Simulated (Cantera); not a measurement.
Equilibrium for silicon carbide growth: CH₃SiH₃ + HCl + H₂

Input: 1 mol CH₃SiH₃, 3 mol HCl, 12 mol H₂, held at 12.0 mbar.

Cantera equilibrium calculation (NASA polynomials, part measured and part estimated; ideal gas, pure solids and liquids). Candidate condensed phases: C, C₆H₆, C₇H₈, C₈H₁₈, Si, SiC; 109 gas species. The feed counts by its element totals alone. The tables' values for SiCl, SiCl₃ are old estimates; treat these amounts as uncertain. Gases not in the tables: Si₂H₆ and higher silanes. The numbers say what is thermodynamically allowed, not how fast it happens.

```tsv
T (°C)	x H₂	x HCl	x H	x Si	x Cl	x SiC₂	x SiCl₂	x C₂H₂ (acetylene)	n C(graphite)	n SiC(s)
1750	0.822	0.155	0.0157	0.000283	0.00220	1.30e-5	0.00404	0.000734	0.0550	0.918
1800	0.817	0.152	0.0217	0.000591	0.00299	3.39e-5	0.00445	0.00100	0.0604	0.901
1850	0.809	0.150	0.0295	0.00119	0.00400	8.45e-5	0.00485	0.00134	0.0693	0.877
1900	0.799	0.146	0.0394	0.00233	0.00526	0.000202	0.00523	0.00176	0.0860	0.839
1950	0.785	0.142	0.0518	0.00441	0.00680	0.000462	0.00557	0.00228	0.118	0.774
2000	0.767	0.137	0.0672	0.00811	0.00866	0.00102	0.00585	0.00289	0.178	0.662
2050	0.743	0.131	0.0857	0.0145	0.0108	0.00217	0.00603	0.00360	0.287	0.464
2100	0.710	0.123	0.107	0.0254	0.0133	0.00448	0.00609	0.00437	0.485	0.109
2150	0.679	0.119	0.133	0.0299	0.0167	0.00617	0.00451	0.00525	0.480	0
```
x: gas mole fraction; n: condensed amount in mol.

From 1750 °C to 2100 °C the condensed part is C(graphite) + SiC(s). At 2150 °C the condensed part is C(graphite). The main Si-bearing gas is SiCl₂ at 1750 °C and Si at 2150 °C. The share of Si in condensed phases is highest at 1750 °C (91.8 %) and lowest at 2150 °C (0.0 %).
